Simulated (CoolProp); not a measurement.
Tetradecamethylhexasiloxane (MD4M) along the isotherm 346.85 °C: density (kg/m³) from the reference equation and from simpler models built on Tc = 380.0 °C, pc = 0.8286 MPa, ω = 0.800; each cubic takes its own stable root.

Values from CoolProp's reference Helmholtz-energy equation of state, Thol 2019.

```csv
p (MPa),phase,reference
0.0829,gas,7.775
0.166,gas,16.52
0.249,gas,26.54
0.331,gas,38.27
0.414,gas,53.11
0.58,liquid,489.9
0.663,liquid,494.6
0.746,liquid,498.9
0.829,liquid,502.8
0.911,liquid,506.4
0.994,liquid,509.7
1.08,liquid,513.0
1.16,liquid,515.8
1.24,liquid,518.5
```

Task: How far does each simpler model (van der Waals, Redlich-Kwong, Soave-Redlich-Kwong, Peng-Robinson) lie from the reference over these 14 states: mean and median of the absolute difference, and the worst?

Result: 
- van der Waals: mean 33.4 %, median 37.3 %, worst -84.3 % at 346.85 °C and 0.58 MPa
- Redlich-Kwong: mean 20.0 %, median 19.7 %, worst -82.8 % at 346.85 °C and 0.58 MPa
- Soave-Redlich-Kwong: mean 10.4 %, median 13.4 %, worst -16.7 % at 346.85 °C and 0.58 MPa
- Peng-Robinson: mean 3.1 %, median 3.1 %, worst -6.2 % at 346.85 °C and 0.58 MPa

At some of these states van der Waals, Redlich-Kwong gives the other phase, because its saturation line lies elsewhere.
